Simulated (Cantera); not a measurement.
Feed: 1 mol PbO, 0.55 mol CO, 12 mol H₂, at 2425 K and 220000 Pa.

Method: chemical equilibrium by Gibbs-energy minimisation in Cantera with the NASA 1993 tables (ideal gas, pure condensed phases). Candidate condensed phases: C, C₆H₆, C₇H₈, C₈H₁₈, H₂O, Pb, PbO, PbO₂, Pb₃O₄; 113 gas species. Gases not in the tables: (PbO)n polymers. Kinetics and transport are ignored.

Base state: H₂ 0.803, Pb 0.0732, H₂O 0.0725, CO 0.0398, H 0.0108, CO₂ 0.000600, OH 0.000185, PbO 0.000108 (mole fractions); condensed: gas only.

What changes in the equilibrium state with this change: temperature from 2425 K to 1323 K?


| species | before | after |
|---|---|---|
| H₂ | 0.803 | 0.877 |
| H₂O | 0.0725 | 0.0777 |
| CO | 0.0398 | 0.0417 |
| Pb | 0.0732 | 0.00160 |
| H | 0.0108 | 1.00e-6 |
| OH | 0.000185 | 1.28e-9 |
| CH₄ | 6.88e-9 | 8.73e-5 |
| PbO | 0.000108 | 1.44e-8 |
| Pb(l), mol | 0 | 0.980 |
